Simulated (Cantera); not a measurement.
Charge: 1 mol Ti(OiPr)₄, 4.5 mol O₂, 3.6 mol H₂O, held at 1602 °C and 1330 Pa.

Equilibrium computed with Cantera from the NASA thermochemical tables; the gas is ideal and each condensed phase is pure. Candidate condensed phases: C, C₆H₆, C₇H₈, C₈H₁₈, H₂O, Ti, TiC, TiO, TiO₂, Ti₂O₃, Ti₃O₅, Ti₄O₇; 113 gas species. The feed counts by its element totals alone. Mutual solubility and eutectic melting of coexisting phases are not modelled. Condensed phases not in the tables: Magnéli phases beyond Ti₄O₇. Rates play no part.

Base state: H₂ 0.514, CO 0.390, H₂O 0.0778, CO₂ 0.0144, H 0.00407, OH 4.80e-5 (mole fractions); condensed: TiO₂(rutile) + Ti₄O₇(s).

Question: What changes in the equilibrium state with this change: temperature from 1602 °C to 1850 °C?

Answer: 
```
species             before     after
-----------------  -------  --------
H₂                   0.514     0.495
CO                   0.390     0.388
H₂O                 0.0778    0.0819
H                  0.00407    0.0219
CO₂                 0.0144    0.0128
TiO₂               1.41e-6   7.81e-5
O                  2.88e-7   1.40e-5
OH                 4.80e-5  0.000448
TiO₂(rutile), mol    0.459         0
Ti₄O₇(s), mol        0.135         0
Ti₄O₇(l), mol            0     0.249
```
